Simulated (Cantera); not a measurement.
Charge: 1 mol PbO, 0.042 mol H2, at 600 K and 1000 Pa.

Cantera equilibrium calculation (NASA polynomials, part measured and part estimated; ideal gas, pure solids and liquids). Candidate condensed phases: H2O, Pb, PbO, PbO2, Pb3O4; 12 gas species. Rates play no part.

Base state: H2O 1.000, H2 1.84e-5 (mole fractions); condensed: Pb(s) + PbO(red).

Problem. What changes in the equilibrium state with this change: temperature from 600 K to 1450 K?

Solution. 
| species | before | after |
|---|---|---|
| PbO | <1e-9 | 0.456 |
| Pb | <1e-9 | 0.274 |
| H2O | 1.000 | 0.267 |
| O2 | <1e-9 | 0.00337 |
| OH | <1e-9 | 9.17e-5 |
| Pb2 | <1e-9 | 1.51e-5 |
| H2 | 1.84e-5 | 4.35e-5 |
| Pb(s), mol | 0.0420 | 0 |
| PbO(red), mol | 0.958 | 0 |
| PbO(l), mol | 0 | 0.885 |
Gases not in the tables: (PbO)n polymers.
